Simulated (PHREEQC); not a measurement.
Consider water at 30 °C with 0.0086 mol/kgw ZnSO4, 0.0011 mol/kgw H3BO3 and 4.5e-05 mol/kgw FeSO4. It is in equilibrium with CO2 at log p = 0 (atm). Otherwise closed; pH follows from the charge balance.

All values are PHREEQC results (ion-association model, phreeqc.dat), not measurements.

| quantity | before | after |
|---|---|---|
| pH | 3.92 | 3.24 |
| ionic strength (mol/kgw) | 0.0238 | 0.0244 |
| SO4-2 (mol/kgw) | 0.00579 | 0.00567 |
| HCO3- (mol/kgw) | 0.000132 | 2.82e-5 |
| HSO4- (mol/kgw) | 4.95e-5 | 0.000227 |
| Fe+2 (mol/kgw) | 3.30e-5 | 3.33e-5 |
| SI of Siderite (FeCO3) | -4.12 | -5.46 |
| SI of Melanterite (FeSO4:7H2O) | -5.07 | -5.08 |

Question: Which change was made?
(A) ZnSO4 left out
(B) temperature from 30 to 50 °C
(C) 0.0015 mol/kgw HF added
(D) H3BO3 replaced by HBF4 at the same molality
(E) H3BO3 from 0.0011 to 0.0055 mol/kgw

Answer: C, 0.0015 mol/kgw HF added

No solid was allowed to form. Real BF4- forms and hydrolyses slowly; the run takes it at equilibrium. Fluoro complexes past AlF4- and FeF3 are missing from the database.
